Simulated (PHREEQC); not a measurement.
1 kg of water holding 6.2 mmol/kgw NaCl and 18 mmol/kgw MgSO4 is evaporated at 75 °C; the solids stay in contact with the brine. CO2 from the air is kept out. Only these solids could form: Bischofite, Bloedite, Brucite, Epsomite, Halite, Hexahydrite, Kieserite, Mirabilite, Thenardite, MgCl2_4H2O.

Model: Pitzer model, pitzer.dat, run in PHREEQC.

```tsv
water left (kg)	ionic strength	water activity	Mg in solution (mol/kgw)	S in solution (mol/kgw)
1	0.0782	0.999	0.0180	0.0180
0.6755	0.116	0.999	0.0266	0.0266
0.4563	0.171	0.999	0.0394	0.0394
0.2533	0.309	___	0.0710	0.0710
0.1711	0.457	0.997	0.105	0.105
0.1156	0.676	0.995	0.156	0.156
0.06418	1.22	___	0.280	0.280
0.04335	1.80	0.988	0.415	0.415
0.0293	2.67	___	0.614	0.614
0.01979	3.95	0.973	0.910	0.910
0.01337	5.85	___	1.35	1.35
0.007427	10.5	___	2.42	2.42
0.005012	15.6	0.822	3.59	3.59
```

Question: What belongs in the gaps?

Answer: 
- 0.2533, water activity: 0.998
- 0.06418, water activity: 0.992
- 0.0293, water activity: 0.982
- 0.01337, water activity: 0.957
- 0.007427, water activity: 0.904

Species that the database lacks are ignored. Constants without temperature data keep their 25 °C values here.
